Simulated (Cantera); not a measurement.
A perfectly stirred reactor is fed with H₂ : O₂ = 0.38 : 1 (molar parts), equivalence ratio 0.19, at 7.50 Torr; it is held at 1375 K, and followed from long to short residence time.

Cantera simulation using GRI-Mech 3.0 (53 species, 325 reactions); the numbers are that mechanism's predictions, not measurements. Radical loss at walls, strong at low pressure, is not modelled. The temperature is held fixed by assumption; the heat of reaction is taken as removed at once.

**Question.** What does this change do: pressure from 7.50 Torr to 0.900 Torr?

**Answer.** 
| quantity | before | after |
|---|---|---|
| x(H₂) at τ = 0.370 s | 0.00308 | 0.0163 |
| x(O₂) at τ = 0.370 s | 0.665 | 0.581 |
| x(HO₂) at τ = 0.370 s | 4.61e-6 | 6.09e-7 |
| x(H₂O) at τ = 0.370 s | 0.305 | 0.217 |
| x(H₂O₂) at τ = 0.370 s | 2.11e-7 | 2.89e-8 |
| x(H₂) at τ = 36.0 ms | 0.0110 | 0.0215 |
| x(O₂) at τ = 36.0 ms | 0.626 | 0.570 |
| x(HO₂) at τ = 36.0 ms | 5.68e-6 | 5.72e-7 |
| x(H₂O) at τ = 36.0 ms | 0.264 | 0.197 |
| x(H₂O₂) at τ = 36.0 ms | 2.71e-7 | 2.79e-8 |
